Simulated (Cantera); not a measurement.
Cantera run:

```python
import numpy as np
import cantera as ct

gas_names = """
    Cu CuO Cu2 H HO2 H2 H2O H2O2 O OH O2 O3
""".split()
cond_names = """
    Cu(cr) Cu(L) CuO(s) CuO2H2(s) Cu2O(s) Cu2O(L) H2O(s) H2O(L)
""".split()


# ... load() reads the species with a 1 bar reference pressure and builds the phases ...
atoms = {
    'CuO': {'Cu': 1, 'O': 1},
    'H2': {'H': 2},
    'H2O': {'H': 2, 'O': 1},
}
top_T = {'CuO(s)': 1390}  # K; cautious upper limits of use, not melting points


# ... equilibrate(T, P, feed) seeds the gas with the atoms and calls Mixture.equilibrate('TP', solver="vcs", rtol=1e-11, max_steps=5000) ...
results = []
feed = {'CuO': 1, 'H2': 270, 'H2O': 1}  # mol
T = 1223  # K
P = 860  # Pa
mix = equilibrate(T, P, feed)
results.append((T, P, feed, dict(zip(mix.species_names, mix.species_moles))))
x = sorted(zip(gas.X, gas.species_names), reverse=True)
print(f"T = {T:g} K  P = {P:g} Pa  gas = {mix.phase_moles(0):.4g} mol")
print("   x: " + "  ".join(f"{s} {v:.3e}" for v, s in x if v > 1e-06))
print("   condensed (mol): " + ("  ".join(f"{mix.phase(i).name} {mix.phase_moles(i):.4g}"
      for i in range(1, mix.n_phases) if mix.phase_moles(i) > 1e-12) or "none"))
```

Output:

```
T = 1223 K  P = 860 Pa  gas = 271 mol
   x: H2 9.926e-01  H2O 7.380e-03  H 3.230e-06  Cu 2.667e-06
   condensed (mol): Cu(cr) 0.9993
```

Method: chemical equilibrium by Gibbs-energy minimisation in Cantera with the NASA 1993 tables (ideal gas, pure condensed phases).
